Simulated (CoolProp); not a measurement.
A simple Rankine cycle with water: condensing at 298.15 K, boiler at 4.65 MPa, turbine inlet 537.6 K, turbine efficiency 0.7, pump efficiency 0.8, no recuperator. Each further row changes one setting.

Computed with CoolProp (reference Helmholtz-energy equation of state, Wagner 2002).

| case | thermal efficiency (%) | net work (kJ/kg) | heat in (kJ/kg) | turbine exit temperature (K) | volume ratio over the turbine |
|---|---|---|---|---|---|
| as stated | 26.2 | 708 | 2710 | 298.1 | 815 |
| turbine inlet 557.6 K | 26.3 | 731 | 2780 | 298.1 | 773 |
| condensing temperature 290.15 K | 27.0 | 740 | 2740 | 290.1 | 1290 |
| boiler pressure 3.25 MPa | 25.3 | 703 | 2780 | 298.1 | 547 |
| turbine efficiency 0.6 | 22.4 | 606 | 2710 | 298.1 | 856 |

The expansion ends wet for: as stated; turbine inlet 557.6 K; condensing temperature 290.15 K; boiler pressure 3.25 MPa; turbine efficiency 0.6.
